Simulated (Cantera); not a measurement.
Charge: 1 mol Fe, 0.39 mol O₂, 1 mol N₂, at 10.0 Torr.

These are equilibrium values from Cantera (NASA tables, ideal gas, pure condensed phases), not measurements of a reactor. Candidate condensed phases: Fe, FeO, Fe₂O₃, Fe₃O₄; 11 gas species. Mutual solubility and eutectic melting of coexisting phases are not modelled. The tables' stoichiometric FeO is somewhat more stable than real wüstite, so its field is too wide. FeO: taken at fixed stoichiometry. Equilibrium is a limit: real reactors are often held back by kinetics, nucleation or transport.

Q: Which condensed phases are stable at each of these points (T (°C)): 827, 877, 927, 977, 1027, 1077, 1127, 1177, 1227, 1277, 1327, 1377?

A: 
| T (°C) | condensed phases | Fe condensed (%) |
|---|---|---|
| 827 | Fe(α) + FeO(s) | 100.0 |
| 877 | Fe(α) + FeO(s) | 100.0 |
| 927 | Fe(γ) + FeO(s) | 100.0 |
| 977 | Fe(γ) + FeO(s) | 100.0 |
| 1027 | Fe(γ) + FeO(s) | 100.0 |
| 1077 | Fe(γ) + FeO(s) | 100.0 |
| 1127 | Fe(γ) + FeO(s) | 100.0 |
| 1177 | Fe(γ) + FeO(s) | 100.0 |
| 1227 | Fe(γ) + FeO(s) | 100.0 |
| 1277 | Fe(γ) + FeO(s) | 100.0 |
| 1327 | Fe(γ) + FeO(s) | 100.0 |
| 1377 | Fe(γ) + FeO(l) | 100.0 |

From 827 °C to 877 °C the condensed part is Fe(α) + FeO(s). From 927 °C to 1327 °C the condensed part is Fe(γ) + FeO(s). At 1377 °C the condensed part is Fe(γ) + FeO(l).
